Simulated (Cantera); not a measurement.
Equilibrium for silicon carbide growth: (CH3)2SiCl2 + H2

Feed: 1 mol (CH3)2SiCl2, 2.1 mol H2, at 2048.15 K.

Method: chemical equilibrium by Gibbs-energy minimisation in Cantera with the NASA 1993 tables (ideal gas, pure condensed phases). Candidate condensed phases: C, C6H6, C7H8, C8H18, Si, SiC; 109 gas species. The feed counts by its element totals alone. The tables' values for SiCl, SiCl3 are old estimates; treat these amounts as uncertain. The numbers say what is thermodynamically allowed, not how fast it happens.

```csv
P (Pa),x H2,x HCl,x H,x SiCl2,x Cl,n C(graphite),n SiC(s)
100,0.639,0.263,0.0567,0.0160,0.0173,1.13,0.854
220,0.656,0.272,0.0387,0.0167,0.0119,1.12,0.873
460,0.667,0.278,0.0270,0.0172,0.00833,1.11,0.881
1000,0.674,0.282,0.0184,0.0175,0.00570,1.11,0.885
2200,0.680,0.285,0.0125,0.0177,0.00387,1.10,0.887
4600,0.683,0.287,0.00864,0.0178,0.00268,1.10,0.887
10000,0.685,0.288,0.00587,0.0179,0.00182,1.10,0.887
22000,0.687,0.288,0.00396,0.0179,0.00123,1.10,0.886
46000,0.689,0.288,0.00274,0.0178,0.000850,1.11,0.885
100000,0.690,0.288,0.00186,0.0177,0.000574,1.11,0.883
```
x: gas mole fraction; n: condensed amount in mol.

From 100 Pa to 100000 Pa the condensed part is C(graphite) + SiC(s). The main Si-bearing gas is SiCl2 throughout.
